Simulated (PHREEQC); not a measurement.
A solution holds 0.23 mol/kgw FeCl3 and 0.0015 mol/kgw MgSO4, at 5.8 °C. Closed to the air; pH follows from the charge balance.

Computed with PHREEQC (ion-association model, phreeqc.dat).

Precipitation was switched off in this run.

### Question
Order these Fe species by the share of Fe that they hold, largest first: Fe+3, FeCl+2, FeOH+2, Fe2(OH)2+4, FeCl2+.

### Answer
FeCl+2 (42 %), FeCl2+ (30 %), Fe+3 (22 %), Fe2(OH)2+4 (2.8 %), FeOH+2 (1.8 %)

### Question
Order these Cl species by the share of Cl that they hold, largest first: FeCl+2, FeCl2+, Cl-, FeCl3.

### Answer
Cl- (66 %), FeCl2+ (20 %), FeCl+2 (14 %), FeCl3 (0.48 %)

The pH is 2.00 and the ionic strength 0.732 mol/kgw. The solution is supersaturated, for example in Hematite (slow to form), Goethite (slow to form), so a real one may precipitate; this is no full list. Caution: at this ionic strength the ion-association model is outside its range; a Pitzer model would be the better tool where its parameters exist. Constants without temperature data keep their 25 °C values here.
